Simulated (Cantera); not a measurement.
Input: 1 mol SF₆, 0.11 mol SO₂, 0.39 mol H₂, held at 1330 Pa.

Method: chemical equilibrium by Gibbs-energy minimisation in Cantera with the NASA 1993 tables (ideal gas, pure condensed phases). Candidate condensed phases: H₂O, H₂SO₄, S; 71 gas species. Ions and electrons are included (thermal ionisation). The numbers say what is thermodynamically allowed, not how fast it happens.

Task: At 3500 K, list the 7 most abundant gas species with their mole fractions, and the condensed phases.

Result: F 0.723, S 0.144, HF 0.0692, H 0.0337, O 0.0273, SO 0.00165, S₂ 0.000351. Condensed: gas only.
